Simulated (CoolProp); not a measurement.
Vapour-liquid equilibrium of isobutane (1) + isobutene (2) at 6.05 bar; x and y are mole fractions of (1).

The numbers come from the multi-fluid Helmholtz-energy mixture model, Bücker 2006 and Lemmon 2005; pair parameters Bell 2016 in CoolProp.

Give the bubble temperature and the first vapour's composition at x = 0.05, 0.2, 0.35. Is there an azeotrope?

x = 0.05: 322.4 K, y = 0.057; x = 0.2: 321.5 K, y = 0.221; x = 0.35: 320.7 K, y = 0.375. No azeotrope shows between x = 0.05 and 0.95.

Pair parameters are fitted to limited data, so mixtures are less certain than the pure fluids.
